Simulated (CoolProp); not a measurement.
Vapour-liquid equilibrium of CHF3 (R23) (1) + R11 (2) at -8.15 °C; x and y are mole fractions of (1).

Model: multi-fluid Helmholtz-energy mixture model, Penoncello 2003 and Jacobsen 1992; pair parameters Bell 2016, in CoolProp.

Give the bubble pressure and the first vapour's composition at x = 0.05, 0.2, 0.5. Is there an azeotrope?

x = 0.05: 2.740 bar, y = 0.895; x = 0.2: 8.973 bar, y = 0.965; x = 0.5: 14.51 bar, y = 0.978. No azeotrope shows between x = 0.05 and 0.95.

The pair parameters rest on a limited set of measurements; away from them the model extrapolates. The gap from Raoult's law changes sign with composition, which may be real or a fault of the pair parameters; it wasn't checked against measurements. With so large a gap from Raoult's law the liquid may split in two, which this calculation doesn't test in full.
